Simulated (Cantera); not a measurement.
# Diamond growth

A diamond (100) surface in a fixed gas of H2 with x(CH4) = 0.0024, x(CH3) = 6.2e-05, at 1250 K, 0.0220 bar; coverages are run to steady state.

Cantera simulation using the Harris–Goodwin 1993 mechanism for the reconstructed diamond (100) surface; the numbers are that mechanism's predictions, not measurements.

```json
[
 {"x(H)": "0.0001", "growth (µm/h)": "0.00966", "θ c6HH": "0.638", "θ c6H*": "0.0282", "θ c6*H": "0.328", "θ c6**": "0.00460", "θ c6HM": "7.60e-5"},
 {"x(H)": "0.00025", "growth (µm/h)": "0.0351", "θ c6HH": "0.529", "θ c6H*": "0.0363", "θ c6*H": "0.423", "θ c6**": "0.0116", "θ c6HM": "0.000108"},
 {"x(H)": "0.00063", "growth (µm/h)": "0.0812", "θ c6HH": "0.462", "θ c6H*": "0.0408", "θ c6*H": "0.475", "θ c6**": "0.0212", "θ c6HM": "0.000139"},
 {"x(H)": "0.0016", "growth (µm/h)": "0.138", "θ c6HH": "0.429", "θ c6H*": "0.0427", "θ c6*H": "0.498", "θ c6**": "0.0297", "θ c6HM": "0.000161"},
 {"x(H)": "0.0039", "growth (µm/h)": "0.207", "θ c6HH": "0.415", "θ c6H*": "0.0435", "θ c6*H": "0.507", "θ c6**": "0.0347", "θ c6HM": "0.000169"},
 {"x(H)": "0.0098", "growth (µm/h)": "0.326", "θ c6HH": "0.408", "θ c6H*": "0.0438", "θ c6*H": "0.510", "θ c6**": "0.0373", "θ c6HM": "0.000163"},
 {"x(H)": "0.025", "growth (µm/h)": "0.547", "θ c6HH": "0.406", "θ c6H*": "0.0440", "θ c6*H": "0.511", "θ c6**": "0.0385", "θ c6HM": "0.000140"},
 {"x(H)": "0.062", "growth (µm/h)": "0.871", "θ c6HH": "0.405", "θ c6H*": "0.0442", "θ c6*H": "0.512", "θ c6**": "0.0390", "θ c6HM": "0.000102"},
 {"x(H)": "0.15", "growth (µm/h)": "1.21", "θ c6HH": "0.404", "θ c6H*": "0.0447", "θ c6*H": "0.511", "θ c6**": "0.0393", "θ c6HM": "6.22e-5"}
]
```
θ: site fractions in the mechanism's names (c6HH fully hydrogenated, c6H* and c6*H radical sites, c6** diradical, c6HM methylated).
